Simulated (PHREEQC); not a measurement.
Solution (85 °C): 0.14 mol HF, 7.3e-05 mol KF and 0.00019 mol H3PO4 per kg of water. Closed to the air; pH follows from the charge balance.

All values are PHREEQC results (ion-association model, phreeqc.dat), not measurements.

Each row changes one thing in this solution. This is a speciation only: nothing precipitates in the calculation.

```json
[
 {"case": "as made", "pH": "2.19", "ionic strength (mol/kgw)": "0.00712", "HF (mol/kgw)": "0.131", "F- (mol/kgw)": "0.00455", "HF2- (mol/kgw)": "0.00250"},
 {"case": "temperature from 85 to 80 °C", "pH": "2.17", "ionic strength (mol/kgw)": "0.00752", "HF (mol/kgw)": "0.130", "F- (mol/kgw)": "0.00478", "HF2- (mol/kgw)": "0.00266"},
 {"case": "temperature from 85 to 5 °C", "pH": "___", "ionic strength (mol/kgw)": "0.0142", "HF (mol/kgw)": "0.122", "F- (mol/kgw)": "0.0102", "HF2- (mol/kgw)": "0.00388"},
 {"case": "diluted 5-fold with water", "pH": "2.62", "ionic strength (mol/kgw)": "___", "HF (mol/kgw)": "___", "F- (mol/kgw)": "0.00228", "HF2- (mol/kgw)": "___"},
 {"case": "H3PO4 left out", "pH": "2.19", "ionic strength (mol/kgw)": "0.00708", "HF (mol/kgw)": "0.131", "F- (mol/kgw)": "0.00457", "HF2- (mol/kgw)": "0.00251"},
 {"case": "H3PO4 from 0.00019 to 0.000209 mol/kgw", "pH": "2.19", "ionic strength (mol/kgw)": "0.00713", "HF (mol/kgw)": "0.131", "F- (mol/kgw)": "0.00454", "HF2- (mol/kgw)": "0.00250"},
 {"case": "H3PO4 from 0.00019 to 1.9e-05 mol/kgw", "pH": "2.19", "ionic strength (mol/kgw)": "0.00709", "HF (mol/kgw)": "0.131", "F- (mol/kgw)": "0.00457", "HF2- (mol/kgw)": "0.00251"},
 {"case": "temperature from 85 to 10 °C", "pH": "1.91", "ionic strength (mol/kgw)": "0.0137", "HF (mol/kgw)": "0.122", "F- (mol/kgw)": "0.00970", "HF2- (mol/kgw)": "0.00394"},
 {"case": "HF left out", "pH": "___", "ionic strength (mol/kgw)": "0.000225", "HF (mol/kgw)": "3.06e-5", "F- (mol/kgw)": "4.23e-5", "HF2- (mol/kgw)": "5.47e-9"}
]
```

Question: Some entries are withheld; supply them.

Answer: 
- temperature from 85 to 5 °C, pH: 1.90
- diluted 5-fold with water, ionic strength (mol/kgw): 0.00255
- diluted 5-fold with water, HF (mol/kgw): 0.0253
- diluted 5-fold with water, HF2- (mol/kgw): 0.000243
- HF left out, pH: 3.83

At this temperature some constants are extrapolated from 25 °C, and those without enthalpy data are left unchanged.
